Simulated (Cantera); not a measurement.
Charge: 1 mol AlN, 2.7 mol Cl2, 34 mol H2, equilibrated at 1373 K.

Method: chemical equilibrium by Gibbs-energy minimisation in Cantera with the NASA 1993 tables (ideal gas, pure condensed phases). Candidate condensed phases: Al, AlCl3, AlN, NH4Cl; 20 gas species. The tables' values for AlCl2 are old estimates; treat these amounts as uncertain. The numbers say what is thermodynamically allowed, not how fast it happens.

log p: log10 of the partial pressure in bar; nothing condenses.

```json
[
 {"P (Pa)": "1", "log p H2": "-5.07", "log p HCl": "-5.95", "log p AlCl3": "-7.92", "log p AlCl": "-6.62", "log p N2": "-6.88", "log p AlCl2": "-7.83", "log p H": "-8.01"},
 {"P (Pa)": "4.20", "log p H2": "-4.45", "log p HCl": "-5.35", "log p AlCl3": "-6.79", "log p AlCl": "-6.07", "log p N2": "-6.25", "log p AlCl2": "-6.99", "log p H": "-7.70"},
 {"P (Pa)": "18", "log p H2": "(withheld)", "log p HCl": "(withheld)", "log p AlCl3": "(withheld)", "log p AlCl": "(withheld)", "log p N2": "(withheld)", "log p AlCl2": "-6.24", "log p H": "(withheld)"},
 {"P (Pa)": "75", "log p H2": "-3.18", "log p HCl": "-4.20", "log p AlCl3": "-4.92", "log p AlCl": "-5.23", "log p N2": "-4.99", "log p AlCl2": "-5.63", "log p H": "-7.07"},
 {"P (Pa)": "320", "log p H2": "-2.55", "log p HCl": "-3.63", "log p AlCl3": "-4.16", "log p AlCl": "-4.98", "log p N2": "-4.36", "log p AlCl2": "-5.13", "log p H": "-6.75"},
 {"P (Pa)": "1300", "log p H2": "-1.94", "log p HCl": "-3.05", "log p AlCl3": "-3.49", "log p AlCl": "-4.86", "log p N2": "-3.75", "log p AlCl2": "-4.73", "log p H": "-6.45"},
 {"P (Pa)": "5600", "log p H2": "-1.30", "log p HCl": "-2.43", "log p AlCl3": "-2.83", "log p AlCl": "-4.80", "log p N2": "-3.12", "log p AlCl2": "-4.38", "log p H": "-6.13"},
 {"P (Pa)": "24000", "log p H2": "(withheld)", "log p HCl": "(withheld)", "log p AlCl3": "(withheld)", "log p AlCl": "-4.78", "log p N2": "(withheld)", "log p AlCl2": "-4.05", "log p H": "(withheld)"},
 {"P (Pa)": "100000", "log p H2": "-0.05", "log p HCl": "-1.18", "log p AlCl3": "-1.57", "log p AlCl": "-4.77", "log p N2": "-1.87", "log p AlCl2": "-3.73", "log p H": "-5.50"}
]
```

Task: Complete the blanks.

Result: 
- 24000, log p H2: -0.67
- 24000, log p HCl: -1.80
- 24000, log p AlCl3: -2.19
- 24000, log p N2: -2.49
- 24000, log p H: -5.81
- 18, log p H2: -3.81
- 18, log p HCl: -4.76
- 18, log p AlCl3: -5.78
- 18, log p AlCl: -5.59
- 18, log p N2: -5.62
- 18, log p H: -7.38
